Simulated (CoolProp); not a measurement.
The numbers come from the reference Helmholtz-energy equation of state, Smukala 2000 in CoolProp.

Problem. For ethylene, give the phase and the Z, isothermal compressibility (1/MPa), fugacity coefficient at 285.7 K and 4.16 bar.

Solution. 
- 285.7 K and 4.16 bar: gas; Z 0.973, isothermal compressibility 2.47, fugacity coefficient 0.973
